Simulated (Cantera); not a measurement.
Input: 1 mol CH3Cl, 2 mol H2, equilibrated at 1648.15 K and 0.100 bar.

Equilibrium computed with Cantera from the NASA thermochemical tables; the gas is ideal and each condensed phase is pure. Candidate condensed phases: C, C6H6, C7H8, C8H18; 91 gas species. Equilibrium is a limit: real reactors are often held back by kinetics, nucleation or transport.

Question: What is the equilibrium state?

Answer: x(H2): 0.750
x(HCl): 0.250
x(H): 0.000244
x(CH4): 7.52e-5
x(Cl): 6.38e-5
x(C2H2 (acetylene)): 3.36e-5
n(C(graphite)): 0.999 mol
gas amount: 4.000 mol
